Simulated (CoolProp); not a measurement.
Vapour-liquid equilibrium of R22 (1) + R152A (2) at 2.19 MPa; x and y are mole fractions of (1).

Model: multi-fluid Helmholtz-energy mixture model, Kamei 1995 and Outcalt 1996; pair parameters Bell 2016, in CoolProp.

```
x      bubble temperature, mixture model (°C)  bubble temperature, Raoult's law (°C)  y, mixture model  y, Raoult's law
-----  --------------------------------------  -------------------------------------  ----------------  ---------------
0.05                                     75.9                                   75.5             0.061            0.077
0.125                                    74.5                                   73.6             0.151            0.184
0.2                                      73.1                                   71.7             0.240            0.284
0.275                                    71.6                                   70.0               ___            0.376
0.35                                      ___                                   68.2             0.410            0.462
0.425                                    68.6                                   66.6               ___            0.542
0.5                                       ___                                   64.9             0.570            0.616
0.575                                    65.3                                   63.4             0.646            0.685
0.65                                     63.6                                   61.8             0.718            0.750
0.725                                    61.9                                   60.4             0.786            0.810
0.8                                      60.1                                   58.9               ___            0.866
0.875                                     ___                                   57.5               ___            0.919
0.95                                      ___                                   56.2             0.966            0.969
```

Fill in the missing entries.


- 0.275, y, mixture model: 0.326
- 0.35, bubble temperature, mixture model (°C): 70.1
- 0.425, y, mixture model: 0.491
- 0.5, bubble temperature, mixture model (°C): 67.0
- 0.8, y, mixture model: 0.851
- 0.875, bubble temperature, mixture model (°C): 58.3
- 0.875, y, mixture model: 0.911
- 0.95, bubble temperature, mixture model (°C): 56.5

The largest gap from Raoult's law is +2.1 K in bubble temperature, at x = 0.5. No azeotrope shows between x = 0.05 and 0.95.

Pair parameters are fitted to limited data, so mixtures are less certain than the pure fluids.
